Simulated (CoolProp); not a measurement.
Vapour-liquid equilibrium of n-hexane (1) + n-decane (2) at 0.148 MPa; x and y are mole fractions of (1).

Values from CoolProp's multi-fluid Helmholtz-energy mixture model, Thol 2019 and Lemmon 2006; pair parameters Kunz 2012.

| x | bubble temperature (K) | y at the bubble point | dew temperature at overall composition x (K) | liquid density (mol/L) |
|---|---|---|---|---|
| 0.05 | 449.1 | ? | ? | 4.293 |
| 0.15 | 426.2 | 0.650 | 456.4 | 4.579 |
| 0.25 | 408.9 | 0.813 | 451.7 | 4.846 |
| 0.35 | 395.7 | 0.894 | 446.5 | 5.104 |
| 0.45 | 385.5 | ? | 440.7 | 5.361 |
| 0.55 | ? | 0.962 | ? | 5.623 |
| 0.65 | ? | 0.977 | 426.2 | ? |
| 0.75 | 365.1 | 0.987 | 416.6 | 6.180 |
| 0.85 | 360.4 | 0.994 | 403.5 | 6.482 |
| 0.95 | 356.3 | 0.998 | 381.5 | 6.802 |

Problem. Complete the blanks.

Solution. 
- 0.05, y at the bubble point: 0.301
- 0.05, dew temperature at overall composition x (K): 460.7
- 0.45, y at the bubble point: 0.937
- 0.55, bubble temperature (K): 377.4
- 0.55, dew temperature at overall composition x (K): 434.1
- 0.65, bubble temperature (K): 370.7
- 0.65, liquid density (mol/L): 5.895

No azeotrope shows between x = 0.05 and 0.95.

The pair parameters rest on a limited set of measurements; away from them the model extrapolates.
